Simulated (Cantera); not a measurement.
Predominance diagram of Zr at 1000 K against the partial pressures of O₂ and N₂ (log10, bar). Source: NASA polynomial tables (part measured, part estimated), evaluated in Cantera. Candidates: Zr(α), ZrN(s), ZrO₂(monoclinic). Only these pure phases compete in this equilibrium. ZrN: taken at fixed stoichiometry.

```
log p(N₂) \ log p(O₂)
        columns: -33, -31.3, -29.5, -27.8, -26.1, -24.3, -22.6, -20.8, -19.1, -17.4, -15.6, -13.9, -12.2, -10.4, -8.7, -6.9, -5.2, -3.5, -1.7, 0
      1  A B B B B B B B B B B B B B B B B B B B
   -0.7  B B B B B B B B B B B B B B B B B B B B
   -2.4  B B B B B B B B B B B B B B B B B B B B
   -4.1  B B B B B B B B B B B B B B B B B B B B
   -5.9  B B B B B B B B B B B B B B B B B B B B
   -7.6  B B B B B B B B B B B B B B B B B B B B
   -9.3  B B B B B B B B B B B B B B B B B B B B
    -11  B B B B B B B B B B B B B B B B B B B B
  -12.7  B B B B B B B B B B B B B B B B B B B B
  -14.4  B B B B B B B B B B B B B B B B B B B B
  -16.1  B B B B B B B B B B B B B B B B B B B B
  -17.9  B B B B B B B B B B B B B B B B B B B B
  -19.6  B B B B B B B B B B B B B B B B B B B B
  -21.3  B B B B B B B B B B B B B B B B B B B B
    -23  B B B B B B B B B B B B B B B B B B B B
```

A: ZrN(s); B: ZrO₂(monoclinic).
